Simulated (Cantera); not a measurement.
An isothermal, constant-pressure homogeneous reactor starts with 0.524 % CH4, 99.5 % N2, at 1400 K and 0.385 atm.

Model: GRI-Mech 3.0 (53 species, 325 reactions), integrated in Cantera. GRI-Mech 3.0 stops at C3 and has no aromatics, soot or wall deposition, so with more carbon than oxygen in the feed, carbon stays in small species such as C2H2 where larger ones or solid carbon would form.

One state of this run: x CH4 = 0.00312; x C2H = 9.38e-11; x HCN = 5.23e-9; x CH2 = 3.76e-10; x C2H4 = 2.27e-5. x: mole fraction; the columns are a selection and need not sum to one.

Task: Which value of t (s) does it belong to?
A. 0.000949
B. 30.0
C. 0.300
D. 9.49

Result: D, 9.49
